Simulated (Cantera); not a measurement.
## Adiabatic ignition

An adiabatic, constant-volume homogeneous reactor starts with 4.72 % CO, 1.56 % H2, 1.09 % CH4, 14.7 % O2, 55.7 % N2, 22.2 % CO2, at 1323 K and 2.40 bar.

Detailed kinetics in Cantera: GRI-Mech 3.0 (53 species, 325 reactions).

```tsv
t (s)	T (K)	P (bar)	x CO	x H2	x CH4	x HCN	x C2H6	x OH
3.00e-6	1323	2.40	0.0472	0.0156	0.0109	<1e-12	<1e-12	8.02e-9
1.19e-5	1323	2.40	0.0472	0.0156	0.0109	<1e-12	4.52e-11	6.08e-8
4.75e-5	1323	2.40	0.0472	0.0155	0.0108	<1e-12	2.80e-6	1.13e-5
0.000189	1930	3.43	0.0156	0.000360	<1e-12	<1e-12	<1e-12	0.00299
0.000754	2061	3.63	0.00205	5.08e-5	<1e-12	<1e-12	<1e-12	0.00131
0.00300	2070	3.64	0.00113	3.09e-5	<1e-12	<1e-12	<1e-12	0.00105
0.0119	2070	3.64	0.00113	3.09e-5	<1e-12	<1e-12	<1e-12	0.00105
0.0475	2070	3.64	0.00113	3.08e-5	<1e-12	<1e-12	<1e-12	0.00105
0.189	2068	3.64	0.00112	3.05e-5	<1e-12	<1e-12	<1e-12	0.00104
0.754	2063	3.63	0.00108	2.96e-5	<1e-12	<1e-12	<1e-12	0.00101
3.00	2058	3.62	0.00105	2.89e-5	<1e-12	<1e-12	<1e-12	0.000992
```
x: mole fraction; the columns are a selection and need not sum to one.

| Property | Value |
|---|---|
| time of steepest temperature rise | 92.9 µs |
| temperature at 3.00 s | 2058 K |
| equilibrium temperature | 2058 K |
| x(CO) at 3.00 s | 0.00105 (gas-phase equilibrium 0.00105) |
| x(H2) at 3.00 s | 2.89e-5 (gas-phase equilibrium 2.89e-5) |
| x(CH4) at 3.00 s | <1e-12 (gas-phase equilibrium <1e-12) |
